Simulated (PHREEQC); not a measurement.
Dissolve 1.6 mmol/kgw HCl, 0.16 mmol/kgw MnSO4 and 0.13 mmol/kgw MgSO4 at 71 °C. Closed to the air; pH follows from the charge balance.

All values are PHREEQC results (ion-association model, phreeqc.dat), not measurements.

| quantity | before | after |
|---|---|---|
| pH | 2.84 | 2.83 |
| ionic strength (mol/kgw) | 0.00254 | 0.00268 |
| SO4-2 (mol/kgw) | 0.000199 | 0.000260 |
| Mn+2 (mol/kgw) | 0.000152 | 0.000156 |
| HSO4- (mol/kgw) | 7.42e-5 | 2.36e-5 |
| MnSO4 (mol/kgw) | 7.15e-6 | 3.44e-6 |

Q: What was changed between the two runs?
A) temperature from 71 to 10 °C
B) diluted 100-fold with water
C) HCl left out
D) 0.0011 mol/kgw NaOH added
E) MgSO4 replaced by NH4HSO4 at the same molality

A: A, temperature from 71 to 10 °C

No solid was allowed to form. Constants without temperature data keep their 25 °C values here.
